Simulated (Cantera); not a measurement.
Ammonia decomposition in nitride growth gas

An isothermal, constant-pressure homogeneous reactor starts with NH₃ : N₂ = 1 : 0.29 (molar parts), at 2200 K and 0.390 bar.

Cantera simulation using the gas-phase N/H chemistry of the illustrative SiF4/NH3 mechanism in the Surface Chemkin manual (1991); the numbers are that mechanism's predictions, not measurements. Walls and surfaces, which speed up NH3 decomposition in real reactors, are not modelled.

```csv
t (s),x NH₃,x H,x N₂H₄,x N,x H₂,x NH₂,x NH
0.000100,0.768,9.98e-6,3.73e-7,1.13e-7,0.00398,0.00300,2.60e-5
0.000562,0.731,5.18e-5,3.72e-7,6.99e-7,0.0352,0.00299,3.73e-5
0.00316,0.564,0.000227,1.98e-7,2.31e-6,0.177,0.00219,4.67e-5
0.0178,0.175,0.000878,3.64e-8,3.55e-6,0.506,0.000937,3.73e-5
0.100,0.000626,0.00632,1.46e-11,2.63e-6,0.649,1.88e-5,4.56e-6
0.562,1.41e-5,0.00731,<1e-12,9.25e-8,0.649,4.92e-7,1.38e-7
3.16,2.60e-6,0.00731,<1e-12,1.71e-8,0.649,9.08e-8,2.55e-8
17.8,1.78e-6,0.00731,<1e-12,1.16e-8,0.649,6.19e-8,1.74e-8
100,1.78e-6,0.00731,<1e-12,1.16e-8,0.649,6.19e-8,1.74e-8
```
x: mole fraction; the columns are a selection and need not sum to one.

Equilibrium at this temperature and pressure: NH₃ 1.78e-6, H 0.00731, N₂H₄ <1e-12, N 1.16e-8, H₂ 0.649, NH₂ 6.19e-8, NH 1.74e-8 (gas phase only).
